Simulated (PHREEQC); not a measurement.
1 kg of water holding 0.21 mol/kgw MgSO4 and 0.56 mol/kgw KCl is evaporated at 25 °C; the solids stay in contact with the brine. No CO2 enters from the air. Solids allowed: Arcanite, Bischofite, Brucite, Carnallite, Epsomite, Hexahydrite, Kainite, Kieserite, Leonite, Misenite, Schoenite, Sylvite, MgCl2_4H2O. Others were left out.

The series has 23 steps of water left (kg), from 1 to 0.002367.

Equilibrium calculation in PHREEQC: Pitzer model, pitzer.dat.

Task: Which solids form, in which order, and at which step of the series does each first stand?

Result: Arcanite from water left = 0.3082 kg, last present at water left = 0.06897 kg; Schoenite from water left = 0.1144 kg, last present at water left = 0.03591 kg; Sylvite from water left = 0.09006 kg; Leonite from water left = 0.03591 kg; Kainite from water left = 0.02843 kg.

Complexes and solids missing from the database can't appear.
